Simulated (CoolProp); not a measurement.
Vapour pressure (kPa) of R1234yf: the reference equation beside estimates from Tc = 367.8 K, pc = 3384 kPa, ω = 0.276. Clausius-Clapeyron is anchored at 269.8 K with a constant enthalpy of vaporisation of 18.89 kJ/mol.

Computed with CoolProp (reference Helmholtz-energy equation of state, Lemmon 2022).

| T (K) | reference | Clausius-Clapeyron | van der Waals | Soave-Redlich-Kwong |
|---|---|---|---|---|
| 244.5 | 105.0 | 117.8 | 518.1 | 104.4 |
| 253 | 149.9 | 160.9 | 619.8 | 149.7 |
| 261.4 | 207.8 | 214.8 | 732.2 | 208.2 |
| 269.8 | 281.5 | 281.5 | 857.2 | 282.9 |
| 278.2 | 373.6 | 363.0 | 995.3 | 376.6 |
| 286.6 | 486.9 | 461.2 | 1147 | 492.1 |
| 295 | 624.3 | 577.9 | 1312 | 632.4 |
| 303.4 | 788.9 | 715.3 | 1492 | 800.7 |
| 311.8 | 984.0 | 875.1 | 1686 | 1000 |
| 320.2 | 1213 | 1059 | 1896 | 1234 |
| 328.6 | 1480 | 1270 | 2121 | 1506 |
| 337 | 1789 | 1509 | 2361 | 1819 |
| 345.4 | 2145 | 1778 | 2618 | 2177 |
| 353.8 | 2553 | 2078 | 2891 | 2584 |

Absolute difference from the reference over all 14 rows, mean and median: Clausius-Clapeyron 9.8 and 10.2 %, van der Waals 135.9 and 99.6 %, Soave-Redlich-Kwong 1.1 and 1.3 %.
